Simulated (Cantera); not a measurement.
An adiabatic, constant-volume homogeneous reactor starts with H2 : O2 : N2 = 1 : 0.33 : 2.5 (molar parts), equivalence ratio 1.5, at 1675 K and 3750 Torr.

Detailed kinetics in Cantera: the H2/O2 subset of GRI-Mech 3.0, which has no nitrogen chemistry. The hydrogen kinetics of GRI-Mech 3.0 are dated; newer H2 mechanisms differ, most at raised pressure.

Q: Predict: time of steepest temperature rise; temperature at 0.600 s; equilibrium temperature; x(H2) at 0.600 s; x(O2) at 0.600 s; x(OH) at 0.600 s; x(H) at 0.600 s; x(H2O2) at 0.600 s; x(H2O) at 0.600 s; x(HO2) at 0.600 s.

A: 
```
Property                                                              Result
---------------------------------  -----------------------------------------
time of steepest temperature rise                                    2.48 µs
temperature at 0.600 s                                                2948 K
equilibrium temperature                                               2948 K
x(H2) at 0.600 s                       0.0949 (gas-phase equilibrium 0.0949)
x(O2) at 0.600 s                   0.000599 (gas-phase equilibrium 0.000599)
x(OH) at 0.600 s                     0.00859 (gas-phase equilibrium 0.00859)
x(H) at 0.600 s                        0.0146 (gas-phase equilibrium 0.0146)
x(H2O2) at 0.600 s                   1.96e-7 (gas-phase equilibrium 1.96e-7)
x(H2O) at 0.600 s                        0.176 (gas-phase equilibrium 0.176)
x(HO2) at 0.600 s                    1.06e-6 (gas-phase equilibrium 1.06e-6)
```
